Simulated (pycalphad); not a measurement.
An equivalent pycalphad script:

```python
from pycalphad import Database, equilibrium, calculate, variables as v
import numpy as np
db = Database('COST507.tdb')
comps = ['AL', 'SI', 'C', 'VA']
phases = ['AL4C3', 'AL4SIC4', 'AL8SIC7', 'CSI', 'DIAMOND_A4', 'FCC_A1', 'GRAPHITE', 'LIQUID']
eq = equilibrium(db, comps, phases, {v.X('SI'): 0.0065, v.X('C'): 0.0256, v.T: np.arange(1850, 499, -50), v.P: 101325, v.N: 1}, output=['HM', 'SM'])
```

Source of the numbers: pycalphad with the COST 507 light-alloy database (1999); pressure 1 atm. These are 1990s assessments: newer ones move some temperatures and phases. Amounts are mole fractions of atoms. Diffusion is slow at the low end, where real alloys seldom reach equilibrium.

Results at three of the temperatures:

```
T = 1400.00 K, P = 101325 Pa, N = 1 mol of atoms
G = -74553 J/mol, H = 40876 J/mol, S = 82.45 J/(mol K)  (SER reference)
chemical potentials (J/mol): Al -74463, Si -112909, C -68248
phase             fraction      x(Al)      x(Si)       x(C)
LIQUID              0.9403     0.9931     0.0069   2.88e-05
AL4C3               0.0597     0.5712   0.000258     0.4286
```

```
T = 1250.00 K, P = 101325 Pa, N = 1 mol of atoms
G = -62448 J/mol, H = 36164 J/mol, S = 78.89 J/(mol K)  (SER reference)
chemical potentials (J/mol): Al -62072, Si -93973, C -68660
phase             fraction      x(Al)      x(Si)       x(C)
LIQUID              0.9403     0.9931     0.0069    2.2e-06
AL4C3               0.0597     0.5712    0.00023     0.4286
```

```
T = 1200.00 K, P = 101325 Pa, N = 1 mol of atoms
G = -58535 J/mol, H = 34595 J/mol, S = 77.61 J/(mol K)  (SER reference)
chemical potentials (J/mol): Al -58066, Si -87767, C -68868
phase             fraction      x(Al)      x(Si)       x(C)
LIQUID              0.9403     0.9931     0.0069   8.13e-07
AL4C3               0.0597     0.5712    0.00022     0.4286
```

Changes of the phase set, refined by bisection:

| T (K) | phases above | phases below |
|---|---|---|
| 929.2 | AL4C3 + liquid | AL4C3 + fcc + liquid |
| 927.8 | AL4C3 + fcc + liquid | AL8SIC7 + fcc + liquid |
| 915.6 | AL8SIC7 + fcc + liquid | AL8SIC7 + fcc |
| 687.4 | AL8SIC7 + fcc | AL8SIC7 + diamond (Si) + fcc |

Database names, with the compositions (at.%) that they take in these runs: AL4C3: Al 57 C 43; AL8SIC7: Al 50 C 44 Si 6.
